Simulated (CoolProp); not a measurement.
A single-stage vapour-compression cycle with propylene: evaporating at 239.15 K (dew point), condensing at 298.15 K (bubble point), superheat 5 K, subcooling 5 K, compressor efficiency 0.8, no pressure losses. Each further row changes one setting.

Computed with CoolProp (reference Helmholtz-energy equation of state, Lemmon 2013).

| case | cooling COP | pressure ratio | discharge temperature (K) | refrigerating effect (kJ/kg) | volumetric capacity (kJ/m³) |
|---|---|---|---|---|---|
| as stated | 2.56 | 6.38 | 334.6 | 300 | 1190 |
| evaporating temperature 244.15 K | 2.92 | [?] | [?] | [?] | 1450 |
| condensing temperature 293.15 K | 2.88 | [?] | 328.0 | 313 | 1240 |
| subcooling 10 K | 2.67 | 6.38 | 334.6 | 313 | 1240 |
| superheat 15 K | 2.56 | 6.38 | 345.2 | 314 | 1190 |
| compressor efficiency 0.7 | [?] | 6.38 | [?] | 300 | 1190 |

**Question.** Complete the blanks.

**Answer.** 
- evaporating temperature 244.15 K, pressure ratio: 5.25
- evaporating temperature 244.15 K, discharge temperature (K): 330.8
- evaporating temperature 244.15 K, refrigerating effect (kJ/kg): 306
- condensing temperature 293.15 K, pressure ratio: 5.62
- compressor efficiency 0.7, cooling COP: 2.24
- compressor efficiency 0.7, discharge temperature (K): 343.5
